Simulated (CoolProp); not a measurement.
Vapour-liquid equilibrium of R143a (1) + R134a (2) at 306.4 K; x and y are mole fractions of (1).

Values from CoolProp's multi-fluid Helmholtz-energy mixture model, Lemmon and Jacobsen 2000 and Tillner-Roth 1994; pair parameters Lemmon 2004.

```csv
x,"bubble pressure, mixture model (MPa)","bubble pressure, Raoult's law (MPa)","y, mixture model","y, Raoult's law"
0.05,0.8777,0.8802,0.078,0.088
0.2,0.9781,0.9868,0.285,0.315
0.35,___,1.093,0.459,0.498
0.5,___,1.200,___,0.648
0.65,1.292,1.307,0.740,0.774
0.8,1.402,1.413,0.858,0.880
0.95,1.516,1.520,0.966,0.972
```

Question: Fill in the missing entries.

Answer: 
- 0.35, bubble pressure, mixture model (MPa): 1.080
- 0.5, bubble pressure, mixture model (MPa): 1.185
- 0.5, y, mixture model: 0.609

The largest gap from Raoult's law is -1.2 % in bubble pressure, at x = 0.5. No azeotrope shows between x = 0.05 and 0.95.

Pair parameters are fitted to limited data, so mixtures are less certain than the pure fluids.
